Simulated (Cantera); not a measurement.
Input (Python, Cantera):

```python
import numpy as np
import cantera as ct

gas = ct.Solution("gri30.yaml")
gas.TPX = 1223, 1700000, {'H2': 1, 'O2': 0.217, 'N2': 0.817}
reactor = ct.IdealGasConstPressureReactor(gas, energy="on", clone=False)
net = ct.ReactorNet([reactor])
net.rtol, net.atol = 1e-08, 1e-16
show = ['H2', 'O2', 'NO', 'OH', 'HO2', 'H']
times = np.geomspace(9e-06, 8, 14)

steps = ct.SolutionArray(gas, extra=["t"])
rows = []
print(f"{'t/s':>10s}{'T/K':>9s}{'P/Pa':>11s}" + "".join(f"{s:>11s}" for s in show))
for t in times:
    while net.time < t:
        t_next = net.step()
        steps.append(gas.state, t=t_next)
    rows.append([np.interp(t, steps.t, y) for y in (steps.T, steps.P, *steps(*show).X.T)])
    print(f"{t:10.3e}{rows[-1][0]:9.1f}{rows[-1][1]:11.4g}" + "".join(f"{x:11.3e}" for x in rows[-1][2:]))
rate = np.gradient(steps.T, steps.t)
print("integrator steps:", len(steps.t))
if steps.T.max() > steps.T[0] + 200:
    print(f"time of steepest temperature rise: {steps.t[rate.argmax()]:.4e} s")
gas.TPX = 1223, 1700000, {'H2': 1, 'O2': 0.217, 'N2': 0.817}
gas.equilibrate("HP")
print(f"equilibrium (HP): T = {gas.T:.1f} K  " + "  ".join(f"{s} {gas[s].X[0]:.3e}" for s in show))
```

It prints:

```
       t/s      T/K       P/Pa         H2         O2         NO         OH        HO2          H
 9.000e-06   1223.0    1.7e+06  4.916e-01  1.067e-01  7.340e-17  2.762e-09  3.867e-06  5.966e-08
 2.581e-05   1223.5    1.7e+06  4.916e-01  1.066e-01  1.213e-14  4.293e-08  4.443e-05  7.390e-07
 7.404e-05   2698.6    1.7e+06  3.070e-01  7.468e-06  2.014e-05  1.507e-03  3.324e-08  7.675e-03
 2.124e-04   2698.5    1.7e+06  3.071e-01  7.407e-06  5.597e-05  1.501e-03  3.292e-08  7.649e-03
 6.091e-04   2698.1    1.7e+06  3.071e-01  7.375e-06  1.183e-04  1.498e-03  3.278e-08  7.638e-03
 1.747e-03   2697.9    1.7e+06  3.071e-01  7.363e-06  1.418e-04  1.496e-03  3.273e-08  7.633e-03
 5.010e-03   2697.9    1.7e+06  3.071e-01  7.363e-06  1.421e-04  1.496e-03  3.273e-08  7.633e-03
 1.437e-02   2697.9    1.7e+06  3.071e-01  7.363e-06  1.421e-04  1.496e-03  3.273e-08  7.633e-03
 4.122e-02   2697.9    1.7e+06  3.071e-01  7.363e-06  1.421e-04  1.496e-03  3.273e-08  7.633e-03
 1.182e-01   2697.9    1.7e+06  3.071e-01  7.363e-06  1.421e-04  1.496e-03  3.273e-08  7.633e-03
 3.391e-01   2697.9    1.7e+06  3.071e-01  7.363e-06  1.421e-04  1.496e-03  3.273e-08  7.633e-03
 9.725e-01   2697.9    1.7e+06  3.071e-01  7.363e-06  1.421e-04  1.496e-03  3.273e-08  7.633e-03
 2.789e+00   2697.9    1.7e+06  3.071e-01  7.363e-06  1.421e-04  1.496e-03  3.273e-08  7.633e-03
 8.000e+00   2697.9    1.7e+06  3.071e-01  7.363e-06  1.421e-04  1.496e-03  3.273e-08  7.633e-03
integrator steps: 1462
time of steepest temperature rise: 5.6095e-05 s
equilibrium (HP): T = 2697.9 K  H2 3.071e-01  O2 7.363e-06  NO 1.421e-04  OH 1.496e-03  HO2 3.273e-08  H 7.633e-03
```

Detailed kinetics in Cantera: GRI-Mech 3.0 (53 species, 325 reactions). The hydrogen kinetics of GRI-Mech 3.0 are dated; newer H2 mechanisms differ, most at raised pressure. The pressure lies above the range GRI-Mech 3.0 was tuned for (to about 10 atm).
